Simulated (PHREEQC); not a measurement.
Make-up at 20 °C: 150 mmol/kgw MnCl2. Closed to the air; pH follows from the charge balance.

Model: ion-association model, phreeqc.dat, run in PHREEQC.

### Question
The ionic strength comes out as 0.380 mol/kgw. What activity coefficients do Cl-, MnCl+, MnCl3-, Mn+2 get?

### Answer
Cl- 0.67, MnCl+ 0.70, MnCl3- 0.70, Mn+2 0.27.

No solid was allowed to form. Complexes and solids missing from the database can't appear.
